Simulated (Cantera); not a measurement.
Adiabatic ignition

An adiabatic, constant-pressure homogeneous reactor starts with 4.90 % CO, 0.240 % H₂, 5.40 % CH₄, 18.8 % O₂, 70.6 % N₂, equivalence ratio 0.71, at 1475 K and 3.90 bar.

Detailed kinetics in Cantera: GRI-Mech 3.0 (53 species, 325 reactions).

```json
[
 {"t (s)": "2.00e-6", "T (K)": "1475", "x CO": "0.0490", "x H₂": "0.00240", "x CH₄": "0.0539", "x CH₃": "6.69e-7", "x NO₂": "<1e-12"},
 {"t (s)": "4.68e-6", "T (K)": "1475", "x CO": "0.0490", "x H₂": "0.00240", "x CH₄": "0.0539", "x CH₃": "1.79e-6", "x NO₂": "<1e-12"},
 {"t (s)": "1.10e-5", "T (K)": "1475", "x CO": "0.0490", "x H₂": "0.00240", "x CH₄": "0.0539", "x CH₃": "5.07e-6", "x NO₂": "<1e-12"},
 {"t (s)": "2.57e-5", "T (K)": "1475", "x CO": "0.0490", "x H₂": "0.00240", "x CH₄": "0.0539", "x CH₃": "1.62e-5", "x NO₂": "<1e-12"},
 {"t (s)": "6.02e-5", "T (K)": "1475", "x CO": "0.0490", "x H₂": "0.00240", "x CH₄": "0.0538", "x CH₃": "5.95e-5", "x NO₂": "<1e-12"},
 {"t (s)": "0.000141", "T (K)": "1478", "x CO": "0.0490", "x H₂": "0.00244", "x CH₄": "0.0532", "x CH₃": "0.000160", "x NO₂": "<1e-12"},
 {"t (s)": "0.000330", "T (K)": "1553", "x CO": "0.0514", "x H₂": "0.00514", "x CH₄": "0.0419", "x CH₃": "0.000722", "x NO₂": "1.09e-11"},
 {"t (s)": "0.000773", "T (K)": "2695", "x CO": "0.0175", "x H₂": "0.00304", "x CH₄": "<1e-12", "x CH₃": "<1e-12", "x NO₂": "3.02e-6"},
 {"t (s)": "0.00181", "T (K)": "2687", "x CO": "0.0173", "x H₂": "0.00302", "x CH₄": "<1e-12", "x CH₃": "<1e-12", "x NO₂": "7.62e-6"},
 {"t (s)": "0.00424", "T (K)": "2681", "x CO": "0.0172", "x H₂": "0.00301", "x CH₄": "<1e-12", "x CH₃": "<1e-12", "x NO₂": "1.05e-5"},
 {"t (s)": "0.00993", "T (K)": "2680", "x CO": "0.0172", "x H₂": "0.00301", "x CH₄": "<1e-12", "x CH₃": "<1e-12", "x NO₂": "1.09e-5"},
 {"t (s)": "0.0233", "T (K)": "2680", "x CO": "0.0172", "x H₂": "0.00301", "x CH₄": "<1e-12", "x CH₃": "<1e-12", "x NO₂": "1.09e-5"},
 {"t (s)": "0.0545", "T (K)": "2680", "x CO": "0.0172", "x H₂": "0.00301", "x CH₄": "<1e-12", "x CH₃": "<1e-12", "x NO₂": "1.09e-5"},
 {"t (s)": "0.128", "T (K)": "2680", "x CO": "0.0172", "x H₂": "0.00301", "x CH₄": "<1e-12", "x CH₃": "<1e-12", "x NO₂": "1.09e-5"},
 {"t (s)": "0.299", "T (K)": "2680", "x CO": "0.0172", "x H₂": "0.00301", "x CH₄": "<1e-12", "x CH₃": "<1e-12", "x NO₂": "1.09e-5"},
 {"t (s)": "0.700", "T (K)": "2680", "x CO": "0.0172", "x H₂": "0.00301", "x CH₄": "<1e-12", "x CH₃": "<1e-12", "x NO₂": "1.09e-5"}
]
```
x: mole fraction; the columns are a selection and need not sum to one.

```yaml
time_of_steepest_temperature_rise: 0.358 ms
temperature at 0.700 s: 2680 K
equilibrium_temperature: 2680 K
x(CO) at 0.700 s: 0.0172 (gas-phase equilibrium 0.0172)
x(H₂) at 0.700 s: 0.00301 (gas-phase equilibrium 0.00301)
x(CH₄) at 0.700 s: <1e-12 (gas-phase equilibrium <1e-12)
```
